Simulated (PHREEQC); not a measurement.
**Acid rinse or clean: an equilibrium model**

Dissolve 0.11 mol HF and 0.0059 mol KCl per kg of water at 20 °C. Closed to the air; pH follows from the charge balance.

All values are PHREEQC results (ion-association model, phreeqc.dat), not measurements.

```
Item                       Value
----------------  --------------
pH                          2.01
ionic strength    0.0169 mol/kgw
total alkalinity     -110 meq/kg
```

```csv
species,molality,activity,log γ
HF,0.0961,0.0965,0.002
H+,0.0110,0.00987,-0.048
F-,0.00813,0.00713,-0.057
Cl-,0.00590,0.00518,-0.057
K+,0.00590,0.00517,-0.057
HF2-,0.00288,0.00253,-0.056
```

Precipitation was switched off in this run.
